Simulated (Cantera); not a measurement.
**Hydrocarbon pyrolysis for carbon deposition**

An isothermal, constant-pressure homogeneous reactor starts with C3H8 : H2 = 1 : 3.4 (molar parts), at 1173 K and 760 Torr.

Model: GRI-Mech 3.0 (53 species, 325 reactions), integrated in Cantera. GRI-Mech 3.0 was tuned for natural gas; its chemistry of propane as a main component is partial and can be far from experiment. GRI-Mech 3.0 stops at C3 and has no aromatics, soot or wall deposition, so with more carbon than oxygen in the feed, carbon stays in small species such as C2H2 where larger ones or solid carbon would form.

```
t (s)       x C3H8   x H2    x C2H6     x C2H    x C2H2      x H    x C2H4
--------  --------  -----  --------  --------  --------  -------  --------
1.00e-6      0.227  0.773   2.09e-8    <1e-12    <1e-12  2.00e-8   7.98e-8
3.22e-6      0.227  0.773   1.94e-7    <1e-12    <1e-12  7.02e-8   1.20e-6
1.04e-5      0.227  0.773   1.47e-6    <1e-12  2.31e-12  2.43e-7   1.42e-5
3.34e-5      0.227  0.773   8.05e-6    <1e-12  3.06e-10  7.98e-7  0.000152
0.000107     0.226  0.772   4.51e-5    <1e-12   2.54e-8  1.85e-6   0.00132
0.000346     0.219  0.768  0.000227    <1e-12   6.94e-7  2.17e-6   0.00678
0.00111      0.198  0.755  0.000820    <1e-12   8.96e-6  2.20e-6    0.0235
0.00359      0.144  0.721   0.00261    <1e-12   8.70e-5  2.27e-6    0.0664
0.0116      0.0554  0.665   0.00747    <1e-12  0.000615  2.25e-6     0.135
0.0372     0.00601  0.629    0.0154    <1e-12   0.00230  1.39e-6     0.165
0.120     0.000178  0.621    0.0198  1.11e-12   0.00508  9.77e-7     0.161
0.386      9.41e-5  0.611    0.0189  1.99e-12   0.00957  9.17e-7     0.149
1.24       8.76e-5  0.585    0.0159  2.22e-12    0.0121  7.72e-7     0.132
4.00       7.32e-5  0.535    0.0118  1.57e-12    0.0109  5.55e-7     0.106
```
x: mole fraction; the columns are a selection and need not sum to one.

Equilibrium at this temperature and pressure: C3H8 3.07e-6, H2 0.341, C2H6 0.000793, C2H <1e-12, C2H2 0.00170, H 6.89e-8, C2H4 0.0109 (gas phase only).
